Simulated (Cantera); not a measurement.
What does this Cantera script print?

```python
import numpy as np
import cantera as ct

surf = ct.Interface("ptcombust.yaml", "Pt_surf")
gas = surf.adjacent["gas"]
gas.TPX = 550, 76000, {'H2': 0.015, 'O2': 0.026, 'N2': 0.79, 'H2O': 0.0075}
surf.TP = 550, 76000
reactor = ct.FlowReactor(gas, clone=False)
reactor.area = 0.0001  # m2
reactor.surface_area_to_volume_ratio = 3400  # 1/m
reactor.mass_flow_rate = 2.3 * reactor.area * gas.density  # inlet velocity 2.3 m/s
reactor.energy_enabled = False
wall = ct.ReactorSurface(surf, reactor, clone=False)
net = ct.ReactorNet([reactor])
net.rtol, net.atol = 1e-8, 1e-16
show, cover = ['H2', 'O2', 'H2O'], ['PT(S)', 'H(S)', 'O(S)', 'OH(S)', 'CO(S)', 'C(S)']

rows = []
print(f"{'z/m':>9s}{'u/(m/s)':>9s}" + "".join(f"{s:>13s}" for s in show + cover))
for z in [3.2e-05, 6.1e-05, 0.00012, 0.00023, 0.00044, 0.00085, 0.0016, 0.0032]:
    net.advance(z)
    rows.append([reactor.speed, *gas[show].X, *surf[cover].coverages])
    print(f"{z:9.4g}{rows[-1][0]:9.3g}" + "".join(f"{x:13.4e}" for x in rows[-1][1:]))
```

Result:

```
      z/m  u/(m/s)           H2           O2          H2O        PT(S)         H(S)         O(S)        OH(S)        CO(S)         C(S)
  3.2e-05     2.29   7.6575e-03   2.6006e-02   1.9315e-02   4.5825e-01   3.2548e-07   4.9623e-01   4.4930e-02   6.5863e-25   1.1075e-28
  6.1e-05     2.28   4.8624e-03   2.4639e-02   2.2148e-02   3.0712e-01   1.1135e-07   6.4944e-01   4.2996e-02  -1.2575e-22  -1.8449e-26
  0.00012     2.28   2.7292e-03   2.3597e-02   2.4310e-02   1.8000e-01   3.2625e-08   7.8277e-01   3.6950e-02   2.0980e-24   1.7176e-28
  0.00023     2.28   1.4775e-03   2.2985e-02   2.5578e-02   1.0004e-01   9.6289e-09   8.7033e-01   2.9464e-02   8.2994e-25   8.0942e-29
  0.00044     2.28   7.8021e-04   2.2644e-02   2.6285e-02   5.3624e-02   2.8555e-09   9.2388e-01   2.2408e-02   1.2552e-22  -5.3092e-28
  0.00085     2.28   4.0383e-04   2.2460e-02   2.6667e-02   2.7986e-02   8.4975e-10   9.5543e-01   1.6537e-02   7.6769e-26  -3.0109e-30
   0.0016     2.28   2.1390e-04   2.2367e-02   2.6859e-02   1.4893e-02   2.7288e-10   9.7288e-01   1.2201e-02   1.7702e-26   2.6596e-30
   0.0032     2.28   1.0652e-04   2.2314e-02   2.6968e-02   7.4528e-03   8.1373e-11   9.8384e-01   8.6905e-03   4.0461e-25   1.1110e-30
```

Detailed kinetics in Cantera: Deutschmann's 1995 Pt surface mechanism with GRI-Mech 3.0 gas chemistry. Catalytic surfaces can have several steady states; this one follows from the mechanism file's or the stated starting coverage. Mass transfer to the wall is taken as infinitely fast.
